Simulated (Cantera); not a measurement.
Cantera run, input and output.

```python
import numpy as np
import cantera as ct

gas = ct.Solution("h2o2.yaml")
gas.TPX = 625, 18000, {'H2': 1, 'O2': 0.385, 'N2': 1.69, 'H2O': 0.45}
flame = ct.FreeFlame(gas, width=0.13)
flame.set_refine_criteria(ratio=3, slope=0.08, curve=0.16)
flame.transport_model = "mixture-averaged"
flame.solve(loglevel=0, auto=True)
z, T = flame.grid, flame.T
thick = (T[-1] - T[0]) / np.gradient(T, z).max()
show = ['H2', 'O2', 'H2O', 'H', 'O', 'OH']
print(f"laminar burning velocity  {flame.velocity[0] * 100:.3f} cm/s")
print(f"burnt temperature         {T[-1]:.1f} K")
print(f"thermal thickness         {thick * 1e3:.4f} mm")
print(f"grid points               {len(z)}")
z0 = z[flame.heat_release_rate.argmax()]
print(f"{'z/mm':>9s}{'T/K':>9s}{'u/(m/s)':>9s}" + "".join(f"{s:>11s}" for s in show))
rows = []
for k in (-3, -2, -1.5, -1, -0.5, -0.25, 0, 0.25, 0.5, 1, 2, 4, 8):
    zz = z0 + k * thick
    rows.append([k * thick, np.interp(zz, z, T), np.interp(zz, z, flame.velocity),
                 *(np.interp(zz, z, flame.X[gas.species_index(s)]) for s in show)])
    print(f"{rows[-1][0] * 1e3:9.3f}{rows[-1][1]:9.1f}{rows[-1][2]:9.3f}" + "".join(f"{x:11.3e}" for x in rows[-1][3:]))
```

Result:

```
laminar burning velocity  593.455 cm/s
burnt temperature         2163.0 K
thermal thickness         4.3321 mm
grid points               134
     z/mm      T/K  u/(m/s)         H2         O2        H2O          H          O         OH
  -12.996    625.0    5.935  2.837e-01  1.092e-01  1.277e-01  3.706e-16  1.176e-17  7.193e-19
   -8.664    625.0    5.935  2.837e-01  1.092e-01  1.277e-01  1.238e-12  3.479e-14  2.221e-15
   -6.498    625.0    5.935  2.837e-01  1.092e-01  1.277e-01  1.705e-10  3.570e-12  2.568e-13
   -4.332    625.0    5.935  2.837e-01  1.092e-01  1.277e-01  6.177e-08  9.604e-10  1.118e-10
   -2.166    630.8    5.981  2.822e-01  1.091e-01  1.282e-01  1.594e-04  4.991e-06  1.825e-05
   -1.083    747.5    7.006  2.625e-01  1.054e-01  1.405e-01  5.266e-03  1.759e-04  3.085e-04
    0.000   1096.1   10.006  1.653e-01  7.132e-02  2.166e-01  4.347e-02  3.754e-03  1.999e-03
    1.083   1344.3   12.121  8.158e-02  2.361e-02  3.063e-01  7.150e-02  6.730e-03  5.751e-03
    2.166   1451.6   13.002  7.157e-02  1.482e-02  3.238e-01  6.763e-02  6.524e-03  7.552e-03
    4.332   1567.4   13.925  7.334e-02  1.210e-02  3.314e-01  5.607e-02  5.804e-03  8.992e-03
    8.664   1692.2   14.893  7.501e-02  9.567e-03  3.400e-01  4.358e-02  4.670e-03  9.989e-03
   17.328   1815.2   15.821  7.523e-02  6.910e-03  3.501e-01  3.203e-02  3.344e-03  1.017e-02
   34.656   1926.5   16.639  7.433e-02  4.447e-03  3.605e-01  2.229e-02  2.094e-03  9.349e-03
```

Model: the H2/O2 subset of GRI-Mech 3.0, which has no nitrogen chemistry, integrated in Cantera. Burning velocities carry a grid error of a few per cent, more on coarse grids.
